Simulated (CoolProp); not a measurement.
Vapour-liquid equilibrium of CH2F2 (R32) (1) + fluoroethane (R161) (2) at 2.39 MPa; x and y are mole fractions of (1).

The numbers come from the multi-fluid Helmholtz-energy mixture model, Tillner-Roth 1997 and Wu 2012; pair parameters Bell 2016 in CoolProp.

Question: Give the bubble temperature and the first vapour's composition at x = 0.15, 0.45, 0.85. Is there an azeotrope?

Answer: x = 0.15: 332.0 K, y = 0.211; x = 0.45: 323.2 K, y = 0.542; x = 0.85: 314.5 K, y = 0.888. No azeotrope shows between x = 0.05 and 0.95.

Pair parameters are fitted to limited data, so mixtures are less certain than the pure fluids.
